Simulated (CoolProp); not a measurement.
Ethanol along the isobar 0.772 bar: Z from the reference equation and from simpler models built on Tc = 514.7 K, pc = 62.68 bar, ω = 0.644; each cubic takes its own stable root.

Computed with CoolProp (reference Helmholtz-energy equation of state, Schroeder 2014).

```
T (K)   phase  reference
-----  ------  ---------
284.1  liquid   0.001889
296.8  liquid   0.001833
309.5  liquid   0.001783
322.2  liquid   0.001738
334.9  liquid   0.001698
347.6     gas     0.9740
360.3     gas     0.9783
373       gas     0.9818
385.7     gas     0.9846
398.4     gas     0.9870
411.1     gas     0.9889
423.8     gas     0.9904
436.5     gas     0.9917
449.2     gas     0.9928
```

### Question
How far does each simpler model (van der Waals, Redlich-Kwong) lie from the reference over these 14 states: mean and median of the absolute difference, and the worst?

### Answer
- van der Waals: mean 19725.0 %, median 1.2 %, worst +58203.9 % at 334.9 K and 0.772 bar
- Redlich-Kwong: mean 15926.3 %, median 0.9 %, worst +57974.2 % at 334.9 K and 0.772 bar

At some of these states van der Waals, Redlich-Kwong gives the other phase, because its saturation line lies elsewhere.
